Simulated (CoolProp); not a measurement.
Model: reference Helmholtz-energy equation of state, Lemmon 2006, in CoolProp. It is a short technical equation, of lower accuracy than the large ones.

Q: For acetone, give the phase and the cp (kJ/(kg K)), cv (kJ/(kg K)), speed of sound (m/s) at 308.8 K and 101 kPa; 509.8 K and 101 kPa; 550 K and 101 kPa.

A: 
- 308.8 K and 101 kPa: liquid; cp 2.17, cv 1.57, speed of sound 1120
- 509.8 K and 101 kPa: gas; cp 1.90, cv 1.75, speed of sound 279
- 550 K and 101 kPa: gas; cp 2.00, cv 1.85, speed of sound 290
